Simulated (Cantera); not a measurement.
Charge: 1 mol trisilylamine, 0.72 mol NH₃, 0.47 mol H₂, at 1973 K and 53.0 mbar.

These are equilibrium values from Cantera (NASA tables, ideal gas, pure condensed phases), not measurements of a reactor. The feed counts by its element totals alone. The tables' values for SiN are old estimates; treat these amounts as uncertain. Gases not in the tables: Si₂H₆ and higher silanes. The numbers say what is thermodynamically allowed, not how fast it happens.

```tsv
species	before	after
H₂	0.870	0.871
N₂	0.124	0.124
H	0.00547	0.00398
Si	0.000595	0.000316
Si₂N	1.81e-5	1.32e-5
SiN	1.34e-5	9.77e-6
SiH	9.25e-5	6.74e-5
SiH₂	7.90e-5	7.92e-5
Si(l), mol	2.99	3.00
```
Gas species are given as mole fractions.

Problem. Which change was made?
A. temperature from 1973 K to 750 K
B. pressure from 53.0 mbar to 0.100 bar
C. temperature from 1973 K to 800 K
D. temperature from 1973 K to 1650 K

Solution. B, pressure from 53.0 mbar to 0.100 bar
